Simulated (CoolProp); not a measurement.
Vapour pressure (bar) of normal hydrogen: the reference equation beside estimates from Tc = 33.1 K, pc = 12.96 bar, ω = -0.219. Clausius-Clapeyron is anchored at 24 K with a constant enthalpy of vaporisation of 0.8492 kJ/mol.

The numbers come from the reference Helmholtz-energy equation of state, Leachman 2009 in CoolProp.

```
T (K)  reference  Lee-Kesler  Clausius-Clapeyron  van der Waals  Soave-Redlich-Kwong  Peng-Robinson
-----  ---------  ----------  ------------------  -------------  -------------------  -------------
24         2.581       2.582               2.581          3.082                2.597          2.668
25         3.210       3.210               3.060          3.764                3.254          3.322
26         3.940       3.939               3.580          4.536                4.014          4.077
27         4.779       4.776               4.141          5.401                4.883          4.939
28.1       5.838       5.834               4.802          6.465                5.972          6.018
29.1       6.936       6.931               5.441          7.539                7.090          7.126
30.1       8.174       8.170               6.113          8.716                8.336          8.360
31.1       9.563       9.564               6.818          9.999                9.713          9.728
32.2       11.29       11.29               7.628          11.54                11.39          11.39
```

Absolute difference from the reference over all 9 rows, mean and median: Lee-Kesler 0.0 and 0.0 %, Clausius-Clapeyron 17.0 and 17.7 %, van der Waals 10.8 and 10.7 %, Soave-Redlich-Kwong 1.7 and 1.9 %, Peng-Robinson 2.7 and 3.1 %.
